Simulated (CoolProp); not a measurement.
Hydrogen chloride at 430.1 K and 2.51 MPa is throttled through a valve to 0.422 MPa with no heat exchange. Each further row changes one setting.

Computed with CoolProp (reference Helmholtz-energy equation of state, Thol 2018).

```tsv
case	temperature change (K)	final density (kg/m³)
as stated	-15.5	4.50
outlet pressure 0.127 MPa	-17.8	1.35
outlet pressure 0.549 MPa	-14.5	5.86
```
